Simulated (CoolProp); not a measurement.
Ethanol at 298.15 K and 0.00662 MPa is compressed adiabatically to 0.028 MPa with isentropic efficiency 0.6. Each further row changes one setting.

Computed with CoolProp (reference Helmholtz-energy equation of state, Schroeder 2014).

```csv
case,work (kJ/kg),final temperature (K),final density (kg/m³)
as stated,141,388.2,0.402
efficiency 1,84.4,354.9,0.441
efficiency 0.65,130,381.9,0.409
```
